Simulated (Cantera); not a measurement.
A freely propagating, adiabatic, planar premixed flame of H2 : O2 : N2 = 1 : 0.575 : 1.55 (molar parts), unburnt at 625 K and 1000000 Pa; mixture-averaged transport, grid criteria slope 0.08 and curve 0.16, no radiation.

Model: the H2/O2 subset of GRI-Mech 3.0, which has no nitrogen chemistry, integrated in Cantera. The hydrogen kinetics of GRI-Mech 3.0 are dated; newer H2 mechanisms differ, most at raised pressure. Burning velocities carry a grid error of a few per cent, more on coarse grids.

**Question.** How do the results move with these cheaper or finer settings: unity-Lewis-number transport; multicomponent transport; multicomponent+Soret transport; grid criteria slope 0.5, curve 1; grid criteria slope 0.25, curve 0.5; grid criteria slope 0.03, curve 0.06?

**Answer.** 
| setting | laminar burning velocity | thermal thickness | peak x(O) | peak x(OH) | grid points |
|---|---|---|---|---|---|
| as above | 825 cm/s | 0.0225 mm | 0.0113 | 0.0271 | 106 |
| unity-Lewis-number transport | 691 cm/s | 0.0190 mm | 0.0128 | 0.0282 | 101 |
| multicomponent transport | 816 cm/s | 0.0223 mm | 0.0113 | 0.0271 | 106 |
| multicomponent+Soret transport | 752 cm/s | 0.0221 mm | 0.0111 | 0.0267 | 107 |
| grid criteria slope 0.5, curve 1 | 908 cm/s | 0.0262 mm | 0.0119 | 0.0271 | 40 |
| grid criteria slope 0.25, curve 0.5 | 866 cm/s | 0.0243 mm | 0.0116 | 0.0270 | 50 |
| grid criteria slope 0.03, curve 0.06 | 815 cm/s | 0.0221 mm | 0.0112 | 0.0270 | 242 |
Unity Lewis numbers drop preferential diffusion, which matters most where H2 and H carry the flame; Soret adds thermal diffusion.
